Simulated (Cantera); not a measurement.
Input (Python, Cantera) and output of one run.

```python
import numpy as np
import cantera as ct

gas_names = [...]  # 91 gases of nasa_gas.yaml made of C, Cl, H
cond_names = """
    C(gr) C6H6(L) C7H8(L) C8H18(L),n-octa
""".split()


# ... load() reads the species with a 1 bar reference pressure and builds the phases ...
atoms = {
    'CH3Cl': {'C': 1, 'H': 3, 'CL': 1},
    'CH4': {'C': 1, 'H': 4},
    'H2': {'H': 2},
}
top_T = {'C(gr)': 4500}  # K; cautious upper limits of use, not melting points


# ... equilibrate(T, P, feed) seeds the gas with the atoms and calls Mixture.equilibrate('TP', solver="vcs", rtol=1e-11, max_steps=5000) ...
results = []
feed = {'CH3Cl': 1, 'CH4': 0.59, 'H2': 0.09}  # mol
T = 600  # K
P = 13  # Pa
mix = equilibrate(T, P, feed)
results.append((T, P, feed, dict(zip(mix.species_names, mix.species_moles))))
print(gas.report(threshold=0.0001))
for i in range(1, mix.n_phases):
    print(f"{mix.phase(i).name:16s} {mix.phase_moles(i):12.5e} mol")
```

It prints:

```
       temperature   600 K
          pressure   13 Pa
           density   3.3071e-05 kg/m^3
  mean mol. weight   12.691 kg/kmol
   phase of matter   gas

                          1 kg             1 kmol
                     ---------------   ---------------
          enthalpy       -1.5738e+06       -1.9972e+07  J
   internal energy       -1.9669e+06       -2.4961e+07  J
           entropy             19588        2.4859e+05  J/K
    Gibbs function       -1.3327e+07       -1.6913e+08  J
 heat capacity c_p            2323.8             29491  J/K
 heat capacity c_v            1668.6             21176  J/K

                      mass frac. Y      mole frac. X     chem. pot. / RT
                     ---------------   ---------------   ---------------
               CH4         0.0073094         0.0057821           -52.416
               HCL           0.88361           0.30758           -51.799
                H2           0.10908           0.68664            -25.73
     [  +88 minor]        2.5163e-10        7.5399e-11

C(gr)             1.57120e+00 mol
```

These are equilibrium values from Cantera (NASA tables, ideal gas, pure condensed phases), not measurements of a reactor.
